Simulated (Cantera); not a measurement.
Feed: 1 mol Si, 4.7 mol N₂O, 55 mol N₂, 1.5 mol CO₂, at 4.13 Torr.

Cantera equilibrium calculation (NASA polynomials, part measured and part estimated; ideal gas, pure solids and liquids). Candidate condensed phases: C, Si, SiC, SiO₂, Si₂N₂O, Si₃N₄; 34 gas species. The tables hold silica as quartz up to 1696 K and as liquid above; real silica turns to tridymite and cristobalite and melts near 1996 K. The numbers say what is thermodynamically allowed, not how fast it happens.

Which condensed phases are stable at each of these points (T (K)): 1225, 1300, 1375, 1450, 1525, 1600, 1675, 1750, 1825, 1900, 1975?


```tsv
T (K)	condensed phases	Si condensed (%)
1225	SiO₂(β-quartz)	100.0
1300	SiO₂(β-quartz)	100.0
1375	SiO₂(β-quartz)	100.0
1450	SiO₂(β-quartz)	100.0
1525	SiO₂(β-quartz)	100.0
1600	SiO₂(β-quartz)	100.0
1675	SiO₂(β-quartz)	100.0
1750	SiO₂(condensed)	100.0
1825	SiO₂(condensed)	100.0
1900	SiO₂(condensed)	99.8
1975	SiO₂(condensed)	98.6
```

From 1225 K to 1675 K the condensed part is SiO₂(β-quartz). From 1750 K to 1975 K the condensed part is SiO₂(condensed).
